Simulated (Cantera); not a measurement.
## Equilibrium for thermal oxidation and active oxidation of silicon: Si + CO2 + H2

A closed system holds: 1 mol Si, 0.057 mol CO2, 31 mol H2, equilibrated at 75.0 Torr.

Method: chemical equilibrium by Gibbs-energy minimisation in Cantera with the NASA 1993 tables (ideal gas, pure condensed phases). Candidate condensed phases: C, C6H6, C7H8, C8H18, H2O, Si, SiC, SiO2; 123 gas species. Mutual solubility and eutectic melting of coexisting phases are not modelled. Gases not in the tables: Si2H6 and higher silanes. Rates play no part.

From 1825 K to 2125 K the condensed part is Si(l) + SiC(s). The main Si-bearing gas is SiO throughout.

```
T (K)   x H2      x H    x SiO      x Si      x CO     x SiH  n Si(l)  n SiC(s)
-----  -----  -------  -------  --------  --------  --------  -------  --------
1825   0.995  0.00139  0.00326   4.55e-5  0.000398   1.52e-5    0.851    0.0445
1850   0.995  0.00170  0.00321   6.45e-5  0.000454   2.02e-5    0.853    0.0427
1875   0.994  0.00207  0.00314   9.06e-5  0.000516   2.65e-5    0.856    0.0408
1900   0.994  0.00250  0.00308  0.000126  0.000582   3.45e-5    0.858    0.0387
1925   0.993  0.00301  0.00300  0.000174  0.000653   4.46e-5    0.861    0.0364
1950   0.992  0.00361  0.00293  0.000238  0.000728   5.74e-5    0.863    0.0340
1975   0.992  0.00431  0.00285  0.000323  0.000808   7.33e-5    0.864    0.0314
2000   0.991  0.00512  0.00276  0.000435  0.000891   9.30e-5    0.864    0.0286
2025   0.989  0.00605  0.00267  0.000582  0.000978  0.000117    0.864    0.0256
2050   0.988  0.00713  0.00258  0.000773   0.00107  0.000147    0.861    0.0225
2075   0.987  0.00837  0.00249   0.00102   0.00116  0.000183    0.857    0.0191
2100   0.985  0.00978  0.00239   0.00133   0.00125  0.000227    0.850    0.0154
2125   0.983   0.0114  0.00229   0.00174   0.00134  0.000280    0.840    0.0115
```
x: gas mole fraction; n: condensed amount in mol.
